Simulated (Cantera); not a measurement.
Input (Python, Cantera) and output of one run.

```python
import numpy as np
import cantera as ct

gas_names = """
    AL ALCL ALCL2 ALCL3 ALH ALO ALOCL ALOH ALO2 ALO2H AL2 AL2CL6 AL2O AL2O2 CL CLO CL2 H HALO HCL HOCL
    HO2 H2 H2O H2O2 O OH O2 O3
""".split()
cond_names = """
    AL(cr) AL(L) ALCL3(s) ALCL3(L) AL2O3(a) AL2O3(L) H2O(s) H2O(L)
""".split()


# ... load() reads the species with a 1 bar reference pressure and builds the phases ...
atoms = {
    'Al': {'AL': 1},
    'HCl': {'H': 1, 'CL': 1},
    'H2': {'H': 2},
    'O2': {'O': 2},
}
top_T = {}  # K; cautious upper limits of use, not melting points


# ... equilibrate(T, P, feed) seeds the gas with the atoms and calls Mixture.equilibrate('TP', solver="vcs", rtol=1e-11, max_steps=5000) ...
results = []
feed = {'Al': 1, 'HCl': 5.2, 'H2': 180, 'O2': 5.3}  # mol
T = 1798.15  # K
P = 7000  # Pa
mix = equilibrate(T, P, feed)
results.append((T, P, feed, dict(zip(mix.species_names, mix.species_moles))))
print(gas.report(threshold=0.001))
for i in range(1, mix.n_phases):
    print(f"{mix.phase(i).name:16s} {mix.phase_moles(i):12.5e} mol")
```

Result:

```
       temperature   1798.2 K
          pressure   7000 Pa
           density   0.0017636 kg/m^3
  mean mol. weight   3.7667 kg/kmol
   phase of matter   gas

                          1 kg             1 kmol
                     ---------------   ---------------
          enthalpy        8.7126e+06        3.2818e+07  J
   internal energy        4.7435e+06        1.7867e+07  J
           entropy             57072        2.1498e+05  J/K
    Gibbs function       -9.3911e+07       -3.5374e+08  J
 heat capacity c_p            9115.4             34335  J/K
 heat capacity c_v              6908             26021  J/K

                      mass frac. Y      mole frac. X     chem. pot. / RT
                     ---------------   ---------------   ---------------
                 H         0.0003423         0.0012791           -10.944
               HCL           0.27129          0.028029           -38.374
                H2           0.49323           0.92156           -21.888
               H2O           0.23483            0.0491           -48.862
     [  +25 minor]          0.000311        3.4868e-05

AL(L)             0.00000e+00 mol
ALCL3(L)          0.00000e+00 mol
AL2O3(a)          4.99945e-01 mol
```

These are equilibrium values from Cantera (NASA tables, ideal gas, pure condensed phases), not measurements of a reactor.
